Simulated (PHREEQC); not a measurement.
Make-up at 48 °C: 0.014 mol/kgw Cu(NO3)2, 6.1e-05 mol/kgw HCl and 0.033 mol/kgw H3BO3. Closed to the air; pH follows from the charge balance.

All values are PHREEQC results (ion-association model, phreeqc.dat), not measurements.

```csv
quantity,before,after
pH,4.17,4.26
ionic strength (mol/kgw),0.0420,0.0421
Cl- (mol/kgw),5.80e-5,6.03e-5
Cu2(OH)2+2 (mol/kgw),8.08e-6,5.37e-7
CuCl+ (mol/kgw),3.03e-6,6.95e-7
CuOH+ (mol/kgw),1.23e-6,1.55e-6
```

Problem. Name the change that produced these shifts.
A) temperature from 48 to 15 °C
B) temperature from 48 to 20 °C
C) H3BO3 from 0.033 to 0.0165 mol/kgw
D) temperature from 48 to 45 °C
E) 0.0046 mol/kgw CdSO4 added

Solution. A, temperature from 48 to 15 °C

This is a speciation only: nothing precipitates in the calculation. Away from 25 °C the constants follow the database's enthalpies or fits; those with neither stay at their 25 °C values.
